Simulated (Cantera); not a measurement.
Charge: 1 mol SiH4, 0.21 mol NH3, 11 mol N2, equilibrated at 10.0 Torr.

These are equilibrium values from Cantera (NASA tables, ideal gas, pure condensed phases), not measurements of a reactor. Candidate condensed phases: Si, Si3N4; 18 gas species. The tables' values for SiN are old estimates; treat these amounts as uncertain. Rates play no part. All values below are at 1900 K.

Base state: N2 0.825, H2 0.171, H 0.00284, Si 0.000946, Si2N 4.81e-5, SiH 3.92e-5, SiN 3.32e-5 (mole fractions); condensed: Si(l).

Problem. What changes in the equilibrium state with this change: pressure from 10.0 Torr to 1.00 Torr?

Solution. 
| species | before | after |
|---|---|---|
| N2 | 0.825 | 0.816 |
| H2 | 0.171 | 0.166 |
| Si | 0.000946 | 0.00946 |
| H | 0.00284 | 0.00884 |
| Si3 | 1.71e-6 | 1.71e-5 |
| Si2 | 7.60e-6 | 7.60e-5 |
| Si(l), mol | 0.985 | 0.861 |
